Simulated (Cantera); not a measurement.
Charge: 1 mol K2SO4, 0.029 mol C, 9.8 mol O2, held at 0.00133 bar.

Method: chemical equilibrium by Gibbs-energy minimisation in Cantera with the NASA 1993 tables (ideal gas, pure condensed phases). Candidate condensed phases: C, K, KO2, K2CO3, K2O, K2O2, K2S, K2SO4, S; 26 gas species. Rates play no part.

x: gas mole fraction; n: condensed amount in mol.

| T (K) | x O2 | x K2SO4 | x CO2 | x K | n K2SO4(s) | n K2SO4(l) |
|---|---|---|---|---|---|---|
| 1098 | 0.997 | 2.75e-5 | 0.00296 | 9.88e-8 | 1.000 | 0 |
| 1148 | 0.997 | 0.000117 | 0.00296 | 7.38e-7 | 0.999 | 0 |
| 1198 | 0.997 | (withheld) | 0.00296 | (withheld) | 0.996 | 0 |
| 1248 | 0.996 | (withheld) | 0.00295 | (withheld) | 0.986 | 0 |
| 1298 | 0.993 | 0.00425 | 0.00295 | 0.000118 | 0.958 | 0 |
| 1348 | 0.985 | 0.0114 | 0.00292 | 0.000494 | 0 | 0.885 |
| 1398 | 0.969 | 0.0255 | 0.00287 | 0.00180 | 0 | 0.733 |

**Question.** Fill in the missing entries.

**Answer.** 
- 1248, x K2SO4: 0.00143
- 1248, x K: 2.51e-5
- 1198, x K2SO4: 0.000433
- 1198, x K: 4.64e-6
